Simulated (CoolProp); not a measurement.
Vapour-liquid equilibrium of carbon dioxide (1) + n-pentane (2) at -10.75 °C; x and y are mole fractions of (1).

Computed with CoolProp (multi-fluid Helmholtz-energy mixture model, Span 1996 and Thol 2019; pair parameters Kunz 2012).

```csv
x,bubble pressure (kPa),y at the bubble point,dew pressure at overall composition x (kPa),liquid density (mol/L)
0.05,185.5,0.920,[?],9.365
0.15,560.0,0.973,17.24,9.978
0.25,924.1,0.983,19.55,10.68
0.35,[?],[?],22.57,11.48
0.45,1467,0.989,26.68,12.42
0.55,1646,0.991,32.62,13.52
0.65,1797,0.992,41.95,14.83
0.75,1956,0.993,58.75,16.42
0.85,2156,0.995,98.06,18.38
0.95,2426,0.998,297.0,20.89
```

Question: Complete the blanks.

Answer: 
- 0.05, dew pressure at overall composition x (kPa): 15.41
- 0.35, bubble pressure (kPa): 1231
- 0.35, y at the bubble point: 0.987

No azeotrope shows between x = 0.05 and 0.95.

Pair parameters are fitted to limited data, so mixtures are less certain than the pure fluids. The gap from Raoult's law changes sign with composition, which may be real or a fault of the pair parameters; it wasn't checked against measurements.
